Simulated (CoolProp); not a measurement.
Vapour-liquid equilibrium of CH2F2 (R32) (1) + R134a (2) at -9.25 °C; x and y are mole fractions of (1).

Model: multi-fluid Helmholtz-energy mixture model, Tillner-Roth 1997 and Tillner-Roth 1994; pair parameters Lemmon 2004, in CoolProp.

```csv
x,bubble pressure (MPa),y at the bubble point,dew pressure at overall composition x (MPa),liquid density (mol/L)
0.05,0.2265,0.127,0.2140,13.23
0.2,0.2852,0.402,0.2397,14.03
0.35,0.3427,0.585,0.2720,14.94
0.5,0.4001,0.719,0.3136,15.98
0.65,0.4579,0.823,0.3686,17.18
0.8,0.5169,0.908,0.4439,18.58
0.95,0.5775,0.979,0.5514,20.25
```

No azeotrope shows between x = 0.05 and 0.95.

Pair parameters are fitted to limited data, so mixtures are less certain than the pure fluids.
